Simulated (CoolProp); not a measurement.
A closed Brayton cycle with carbon dioxide: compressor inlet 318.15 K and 9.2 MPa, high pressure 27.5 MPa, turbine inlet 820 K, compressor efficiency 0.85, turbine efficiency 0.85, recuperator effectiveness 0.9 (on enthalpy, no pinch check). Each further row changes one setting.

Values from CoolProp's reference Helmholtz-energy equation of state, Span 1996.

| case | thermal efficiency (%) | net work (kJ/kg) | compressor to turbine work | compressor exit (K) | turbine exit (K) |
|---|---|---|---|---|---|
| as stated | 32.8 | 89.7 | 0.33 | 387.1 | 696.3 |
| turbine inlet 770 K | 31.0 | 80.2 | ___ | 387.1 | 650.5 |
| compressor inlet 328.15 K | 31.0 | 77.8 | ___ | ___ | 696.3 |
| high pressure 23.4 MPa | ___ | ___ | 0.31 | ___ | 714.0 |
| recuperator effectiveness 0.5 | ___ | 89.7 | 0.33 | 387.1 | 696.3 |

### Question
What belongs in the gaps?

### Answer

- turbine inlet 770 K, compressor to turbine work: 0.35
- compressor inlet 328.15 K, compressor to turbine work: 0.42
- compressor inlet 328.15 K, compressor exit (K): 415.7
- high pressure 23.4 MPa, thermal efficiency (%): 31.6
- high pressure 23.4 MPa, net work (kJ/kg): 79.9
- high pressure 23.4 MPa, compressor exit (K): 376.6
- recuperator effectiveness 0.5, thermal efficiency (%): 21.4
